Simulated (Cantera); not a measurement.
A perfectly stirred reactor is fed with 3.83 % CH4, 3.25 % C2H6, 0.842 % C3H8, 19.4 % O2, 72.7 % N2, equivalence ratio 1.2, at 140000 Pa; it is adiabatic with a 425 K inlet, and is followed from long to short residence time, starting on the burning branch (τ in s: 0.3, 0.075, 0.019, 0.0046, 0.0012, 0.00029, 7.2e-05, 1.8e-05, 4.5e-06).

Cantera simulation using GRI-Mech 3.0 (53 species, 325 reactions); the numbers are that mechanism's predictions, not measurements.

Task: Predict: blow-out, bracketed by the residence times tried; x(CH4) at τ = 0.300 s; x(C2H6) at τ = 0.300 s; x(C3H8) at τ = 0.300 s; x(CO2) at τ = 0.300 s; x(CH2CO) at τ = 0.300 s; x(CH4) at τ = 1.20 ms; x(C2H6) at τ = 1.20 ms; x(C3H8) at τ = 1.20 ms; x(CO2) at τ = 1.20 ms; x(CH2CO) at τ = 1.20 ms.

Result: 
```
Quantity                                                                      Result
------------------------------------------------  ----------------------------------
blow-out, bracketed by the residence times tried  burning at 72.0 µs, out at 18.0 µs
x(CH4) at τ = 0.300 s                                                        2.37e-6
x(C2H6) at τ = 0.300 s                                                       3.83e-8
x(C3H8) at τ = 0.300 s                                                       1.01e-8
x(CO2) at τ = 0.300 s                                                         0.0698
x(CH2CO) at τ = 0.300 s                                                      3.89e-8
x(CH4) at τ = 1.20 ms                                                        4.11e-5
x(C2H6) at τ = 1.20 ms                                                       5.30e-6
x(C3H8) at τ = 1.20 ms                                                       1.04e-6
x(CO2) at τ = 1.20 ms                                                         0.0653
x(CH2CO) at τ = 1.20 ms                                                      2.06e-6
```
